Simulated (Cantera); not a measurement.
A perfectly stirred reactor is fed with 4.84 % CH₄, 1.84 % H₂, 19.7 % O₂, 73.6 % N₂, at 1.00 bar; it is adiabatic with a 575 K inlet, and is followed from long to short residence time, starting on the burning branch (τ in s: 0.15, 0.065, 0.027, 0.012, 0.0049, 0.0021, 0.00087, 0.00036, 0.00015, 6.5e-05, 2.7e-05, 1.2e-05, 4.9e-06).

Computed with Cantera and GRI-Mech 3.0 (53 species, 325 reactions).

### Question
Predict: blow-out, bracketed by the residence times tried; x(CH₄) at τ = 0.150 s; x(H₂) at τ = 0.150 s; x(O₂) at τ = 0.150 s; x(CO) at τ = 0.150 s; x(CH₄) at τ = 0.870 ms; x(H₂) at τ = 0.870 ms; x(O₂) at τ = 0.870 ms; x(CO) at τ = 0.870 ms; x(C₂H₂) at τ = 0.870 ms.

### Answer
- blow-out, bracketed by the residence times tried: burning at 0.150 ms, out at 65.0 µs
- x(CH₄) at τ = 0.150 s: 6.54e-6
- x(H₂) at τ = 0.150 s: 7.70e-5
- x(O₂) at τ = 0.150 s: 0.0912
- x(CO) at τ = 0.150 s: 0.000202
- x(CH₄) at τ = 0.870 ms: 0.000192
- x(H₂) at τ = 0.870 ms: 0.00172
- x(O₂) at τ = 0.870 ms: 0.0930
- x(CO) at τ = 0.870 ms: 0.00562
- x(C₂H₂) at τ = 0.870 ms: 5.36e-9
